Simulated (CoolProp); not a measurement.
Vapour-liquid equilibrium of hexamethyldisiloxane (MM) (1) + toluene (2) at 42.5 kPa; x and y are mole fractions of (1).

Values from CoolProp's multi-fluid Helmholtz-energy mixture model, Thol 2016 and Lemmon 2006; pair parameters Bell 2016.

```
x     bubble temperature (°C)  y at the bubble point  dew temperature at overall composition x (°C)  liquid density (mol/L)
----  -----------------------  ---------------------  ---------------------------------------------  ----------------------
0.05                     81.6                  0.082                                           82.0                   8.395
0.15                     79.7                  0.225                                           80.7                   7.733
0.25                     78.2                  0.346                                           79.4                   7.150
0.35                     76.9                  0.449                                           78.1                       ?
0.45                        ?                  0.541                                           76.9                       ?
0.55                     75.0                      ?                                           75.8                   5.761
0.65                     74.3                  0.704                                           74.8                   5.391
0.75                     73.8                  0.782                                           74.0                   5.058
0.85                     73.4                  0.864                                           73.5                   4.756
0.95                     73.2                  0.952                                           73.2                       ?
```

What belongs in the gaps?


- 0.35, liquid density (mol/L): 6.633
- 0.45, bubble temperature (°C): 75.9
- 0.45, liquid density (mol/L): 6.173
- 0.55, y at the bubble point: 0.624
- 0.95, liquid density (mol/L): 4.481

No azeotrope shows between x = 0.05 and 0.95.

Pair parameters are fitted to limited data, so mixtures are less certain than the pure fluids.
